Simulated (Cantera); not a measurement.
Input: 1 mol Ca(OH)2, 9.8 mol H2O, at 1573.15 K and 0.0160 bar.

Cantera equilibrium calculation (NASA polynomials, part measured and part estimated; ideal gas, pure solids and liquids). Candidate condensed phases: Ca, CaO, Ca(OH)2, H2O; 14 gas species. Rates play no part.

Base state: H2O 0.998, H2 0.00147, O2 0.000663, OH 0.000302, H 1.24e-5 (mole fractions); condensed: CaO(s).

Problem. What changes in the equilibrium state with this change: pressure from 0.0160 bar to 0.000190 bar?

Solution. 
```json
[
 {"species": "H2O", "before": "0.998", "after": "0.989"},
 {"species": "H2", "before": "0.00147", "after": "0.00640"},
 {"species": "O2", "before": "0.000663", "after": "0.00291"},
 {"species": "O", "before": "2.13e-6", "after": "4.09e-5"},
 {"species": "H", "before": "1.24e-5", "after": "0.000236"},
 {"species": "CaO(s), mol", "before": "1.000", "after": "1.000"}
]
```
